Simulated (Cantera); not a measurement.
# Stirred combustor or abatement burner

A perfectly stirred reactor is fed with CH₄ : O₂ : N₂ : H₂O = 1 : 3.23 : 12.1 : 0.35 (molar parts), equivalence ratio 0.62, at 7500 Torr; it is adiabatic with a 700 K inlet, and is followed from long to short residence time, starting on the burning branch (τ in s: 0.49, 0.2, 0.086, 0.036, 0.015, 0.0064, 0.0027, 0.0011, 0.00047, 0.0002, 8.3e-05, 3.5e-05).

Computed with Cantera and GRI-Mech 3.0 (53 species, 325 reactions).

| τ (s) | T (K) | x CH₄ | x O₂ | x H₂O | x C₂H | x O |
|---|---|---|---|---|---|---|
| 0.49 | 1986 | 2.77e-7 | 0.0730 | 0.140 | <1e-12 | 5.21e-5 |
| 0.20 | 1987 | 6.69e-7 | 0.0732 | 0.140 | <1e-12 | 5.33e-5 |
| 0.086 | 1988 | 1.53e-6 | 0.0734 | 0.140 | <1e-12 | 5.50e-5 |
| 0.036 | 1988 | 3.52e-6 | 0.0735 | 0.140 | <1e-12 | 5.83e-5 |
| 0.015 | 1987 | 7.90e-6 | 0.0735 | 0.140 | 1.94e-12 | 6.56e-5 |
| 0.0064 | 1985 | 1.65e-5 | 0.0736 | 0.140 | 7.92e-12 | 8.04e-5 |
| 0.0027 | 1981 | 3.26e-5 | 0.0738 | 0.140 | 2.77e-11 | 0.000110 |
| 0.0011 | 1974 | 6.36e-5 | 0.0741 | 0.139 | 8.54e-11 | 0.000166 |
| 0.00047 | 1961 | 0.000118 | 0.0747 | 0.139 | 2.18e-10 | 0.000253 |
| 0.00020 | 1940 | 0.000226 | 0.0758 | 0.138 | 5.15e-10 | 0.000383 |
| 8.3e-5 | 1897 | 0.000491 | 0.0785 | 0.136 | 1.24e-9 | 0.000529 |
| 3.5e-5 | 700 | 0.0600 | 0.194 | 0.0210 | <1e-12 | <1e-12 |
x: mole fraction; the columns are a selection and need not sum to one.
